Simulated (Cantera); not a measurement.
Cantera run:

```python
import numpy as np
import cantera as ct

gas_names = """
    Ca CaO CaOH CaO2H2 Ca2 H HO2 H2 H2O H2O2 O OH O2 O3
""".split()
cond_names = """
    Ca(a) Ca(b) Ca(L) CaO(s) CaO(L) CaO2H2(s) H2O(s) H2O(L)
""".split()


# ... load() reads the species with a 1 bar reference pressure and builds the phases ...
atoms = {
    'Ca(OH)2': {'Ca': 1, 'O': 2, 'H': 2},
    'O2': {'O': 2},
}
top_T = {}  # K; cautious upper limits of use, not melting points


# ... equilibrate(T, P, feed) seeds the gas with the atoms and calls Mixture.equilibrate('TP', solver="vcs", rtol=1e-11, max_steps=5000) ...
results = []
feed = {'Ca(OH)2': 1, 'O2': 0.15}  # mol
P = 70  # Pa
for T in [875, 975, 1075, 1175, 1275, 1375, 1475, 1575, 1675, 1775, 1875, 1975, 2075, 2175]:
    mix = equilibrate(T, P, feed)
    results.append((T, P, feed, dict(zip(mix.species_names, mix.species_moles))))

top = {s: max(r[3][s] / sum(r[3][g] for g in gas_names) for r in results) for s in gas_names}
cols = sorted((s for s in top if top[s] > 1e-06), key=lambda s: -top[s])[:5]
seen = [c for c in cond_names if any(r[3].get(c, 0) > 1e-12 for r in results)]
print("log10 of partial pressures in bar; condensed amounts in mol")
print(f"{'T/K':>10s}" + "".join(f"{s[:9]:>10s}" for s in cols + seen))
for T, P, feed, n in results:
    ng = sum(n[g] for g in gas_names)
    print(f"{T:10.4g}" + "".join(f"{np.log10(max(n[s] / ng * P / 1e5, 1e-99)):10.3f}" for s in cols)
          + "".join(f"{n.get(c, 0):10.4g}" for c in seen))
```

Output:

```
log10 of partial pressures in bar; condensed amounts in mol
       T/K       H2O        O2        H2        OH         H    CaO(s)
       875    -3.216    -4.040   -13.101   -10.100   -16.850         1
       975    -3.216    -4.040   -11.586    -9.105   -14.735         1
      1075    -3.216    -4.040   -10.350    -8.295   -13.009         1
      1175    -3.216    -4.040    -9.322    -7.623   -11.573         1
      1275    -3.216    -4.040    -8.454    -7.055   -10.359         1
      1375    -3.216    -4.040    -7.710    -6.571    -9.320         1
      1475    -3.216    -4.040    -7.067    -6.151    -8.420         1
      1575    -3.217    -4.041    -6.504    -5.786    -7.633         1
      1675    -3.219    -4.043    -6.009    -5.465    -6.940         1
      1775    -3.222    -4.045    -5.571    -5.181    -6.324         1
      1875    -3.231    -4.047    -5.185    -4.930    -5.776         1
      1975    -3.247    -4.047    -4.847    -4.709    -5.287    0.9999
      2075    -3.279    -4.043    -4.560    -4.516    -4.854    0.9997
      2175    -3.336    -4.037    -4.329    -4.355    -4.476     0.999
```

These are equilibrium values from Cantera (NASA tables, ideal gas, pure condensed phases), not measurements of a reactor.
